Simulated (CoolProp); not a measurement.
20 sccm (0 °C, 1 atm) of nitrogen bubbles through liquid hexamethyldisiloxane (MM) at 307.1 K and leaves saturated at a total pressure of 0.14 MPa (ideal gas phase). Each further row changes one setting.

Model: reference Helmholtz-energy equation of state, Thol 2016, in CoolProp.

| case | vapour pressure (kPa) | mole fraction of vapour | delivery (mg/min) | delivery (sccm) | change of delivery for a bath 1 K warmer (%) |
|---|---|---|---|---|---|
| as stated | 8.64 | 0.0617 | 9.52 | 1.31 | 5.1 |
| bath temperature 312.1 K | 10.9 | 0.0777 | 12.2 | 1.68 | 5.0 |
| total pressure 0.28 MPa | 8.64 | 0.0308 | 4.61 | 0.636 | 5.0 |
